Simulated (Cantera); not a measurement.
An isothermal, constant-pressure homogeneous reactor starts with NH3 : H2 = 1 : 5.8 (molar parts), at 1825 K and 1.00 bar. Integrator tolerance rtol = 1e-08.

Computed with Cantera and the gas-phase N/H chemistry of the illustrative SiF4/NH3 mechanism in the Surface Chemkin manual (1991). Walls and surfaces, which speed up NH3 decomposition in real reactors, are not modelled.

What does this change do: NH3 1 to 7.4 parts?


```
quantity                                              before                                      after
-----------------  -----------------------------------------  -----------------------------------------
x(NH3) at 2.00 s      0.0201 (gas-phase equilibrium 6.30e-6)     0.0246 (gas-phase equilibrium 8.66e-6)
x(H2) at 2.00 s          0.924 (gas-phase equilibrium 0.935)        0.803 (gas-phase equilibrium 0.820)
x(N2H4) at 2.00 s     1.15e-9 (gas-phase equilibrium <1e-12)     1.81e-9 (gas-phase equilibrium <1e-12)
x(NH2) at 2.00 s     2.28e-5 (gas-phase equilibrium 7.82e-9)    2.87e-5 (gas-phase equilibrium 1.15e-8)
x(N2H2) at 2.00 s     6.55e-9 (gas-phase equilibrium <1e-12)     1.07e-8 (gas-phase equilibrium <1e-12)
x(H) at 2.00 s     0.000388 (gas-phase equilibrium 0.000429)  0.000346 (gas-phase equilibrium 0.000401)
```
